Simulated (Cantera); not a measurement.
Charge: 1 mol CCl₄, 0.099 mol H₂, at 1.10e-5 bar.

Cantera equilibrium calculation (NASA polynomials, part measured and part estimated; ideal gas, pure solids and liquids). Candidate condensed phases: C, C₆H₆, C₇H₈, C₈H₁₈; 91 gas species. Equilibrium is a limit: real reactors are often held back by kinetics, nucleation or transport. All values below are at 1900 K.

Base state: Cl 0.951, HCl 0.0471, H 0.00214, H₂ 8.00e-5, Cl₂ 4.08e-5 (mole fractions); condensed: C(graphite).

**Question.** What changes in the equilibrium state with this change: CCl₄ replaced by CH₃F?

**Answer.** 
| species | before | after |
|---|---|---|
| HF | 0 | 0.440 |
| H₂ | 8.00e-5 | 0.407 |
| H | 0.00214 | 0.153 |
| Cl | 0.951 | 0 |
| HCl | 0.0471 | 0 |
| F | 0 | 4.42e-5 |
| Cl₂ | 4.08e-5 | 0 |
| C₂H₂ (acetylene) | 3.05e-8 | 0.000155 |
| C(graphite), mol | 1.000 | 0.999 |

**Question.** What changes in the equilibrium state with this change: H₂ from 0.099 to 13 mol?

**Answer.** 
| species | before | after |
|---|---|---|
| H₂ | 8.00e-5 | 0.581 |
| HCl | 0.0471 | 0.191 |
| H | 0.00214 | 0.182 |
| Cl | 0.951 | 0.0453 |
| C₂H₂ (acetylene) | 3.05e-8 | 0.000222 |
| Cl₂ | 4.08e-5 | 9.25e-8 |
| C(graphite), mol | 1.000 | 0.992 |
